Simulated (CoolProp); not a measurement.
Vapour pressure (bar) of methanol: the reference equation beside estimates from Tc = 513.4 K, pc = 82.16 bar, ω = 0.565. Clausius-Clapeyron is anchored at 384.7 K with a constant enthalpy of vaporisation of 31.75 kJ/mol.

Computed with CoolProp (reference Helmholtz-energy equation of state, de Reuck 1993).

```csv
T (K),reference,Clausius-Clapeyron,Redlich-Kwong
364.3,2.657,2.883,8.052
367.7,2.971,3.177,8.692
371.1,3.315,3.494,9.368
374.5,3.690,3.836,10.08
377.9,4.099,4.205,10.83
381.3,4.544,4.601,11.62
384.7,5.027,5.027,12.45
388,5.535,5.470,13.29
391.4,6.100,5.958,14.20
394.8,6.710,6.481,15.15
398.2,7.369,7.039,16.15
401.6,8.078,7.634,17.19
405,8.840,8.268,18.28
408.4,9.658,8.944,19.41
411.7,10.51,9.640,20.56
```

Absolute difference from the reference over all 15 rows, mean and median: Clausius-Clapeyron 4.5 and 4.5 %, Redlich-Kwong 143.5 and 140.1 %.
